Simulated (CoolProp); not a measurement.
Properties of the fluoroketone C6F12O (FK-5-1-12) along the isotherm 226.85 °C (Tc = 168.7 °C, pc = 1869 kPa, ω = 0.471).

Computed with CoolProp (reference Helmholtz-energy equation of state, McLinden 2015).

```
p (kPa)          phase       Z  speed of sound (m/s)
-------  -------------  ------  --------------------
1250               gas  0.8456                 99.35
2490     supercritical  0.6697                 81.52
3740     supercritical  0.5177                 77.97
4980     supercritical  0.5006                 105.4
6230     supercritical  0.5458                     …
7480     supercritical  0.6058                     …
8720     supercritical  0.6699                     …
9970     supercritical  0.7360                 203.0
11200    supercritical  0.8015                 220.9
12500    supercritical  0.8707                 238.2
13700    supercritical  0.9343                 252.9
15000    supercritical   1.003                 267.9
16200    supercritical   1.066                 280.8
17400    supercritical       …                 293.1
18700    supercritical   1.195                 305.7
```

Problem. What belongs in the gaps?

Solution. 
- 6230, speed of sound (m/s): 135.0
- 7480, speed of sound (m/s): 160.6
- 8720, speed of sound (m/s): 182.9
- 17400, Z: 1.128
